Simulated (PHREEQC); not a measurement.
Solution (25 °C): 0.14 mol H2SO4, 0.18 mol FeCl3, 0.26 mol KCl and 0.0038 mol NaOH per kg of water. Closed to the air; pH follows from the charge balance.

Equilibrium calculation in PHREEQC: ion-association model, phreeqc.dat.

This is a speciation only: nothing precipitates in the calculation.

Question: Order these Fe species by the share of Fe that they hold, largest first: FeHSO4+2, Fe+3, FeCl+2, FeSO4+, FeCl2+.

Answer: FeCl+2 (36 %), FeSO4+ (22 %), FeCl2+ (18 %), FeHSO4+2 (16 %), Fe+3 (7.1 %)

The pH is 0.83 and the ionic strength 0.903 mol/kgw. The solution is supersaturated, for example in Hematite (slow to form), Goethite (slow to form), so a real one may precipitate; this is no full list. The ionic strength is past about 0.7 mol/kgw, beyond the range of this activity model, so the values are rough. Complexes and solids missing from the database can't appear.
